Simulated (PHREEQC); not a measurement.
A solution holds 0.027 mol HCl, 0.012 mol NiSO4 and 0.00019 mol MnSO4 per kg of water, at 25 °C. Closed to the air; pH follows from the charge balance.

Model: ion-association model, wateq4f.dat, run in PHREEQC.

No solid was allowed to form.

Task: Order these Ni species by the share of Ni that they hold, largest first: NiSO4, NiCl+, NiCl2, Ni+2.

Result: Ni+2 (82 %), NiSO4 (16 %), NiCl+ (2.4 %), NiCl2 (0.15 %)

The pH is 1.73 and the ionic strength 0.0572 mol/kgw.
